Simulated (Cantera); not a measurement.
Charge: 1 mol Al(CH3)3, 17 mol N2, 16 mol H2, 1.3 mol O2, at 1225 °C and 0.400 bar.

Method: chemical equilibrium by Gibbs-energy minimisation in Cantera with the NASA 1993 tables (ideal gas, pure condensed phases). Candidate condensed phases: Al, AlN, Al2O3, C, C6H6, C7H8, C8H18, H2O; 148 gas species. The feed counts by its element totals alone. Equilibrium is a limit: real reactors are often held back by kinetics, nucleation or transport.

### Question
What is the equilibrium state?

### Answer
```json
{
  "x(H2)": "0.530",
  "x(N2)": "0.440",
  "x(CO)": "0.0285",
  "x(HCN)": "0.000504",
  "x(CH4)": "0.000292",
  "x(H)": "1.98e-5",
  "x(H2O)": "1.05e-5",
  "x(HNC)": "8.46e-6",
  "x(NH3)": "6.38e-6",
  "n(Al2O3(s))": "0.500 mol",
  "n(C(graphite))": "1.87 mol",
  "gas_amount": "38.59 mol",
  "log10 activity of Al(l) (absent)": "-5.21"
}
```
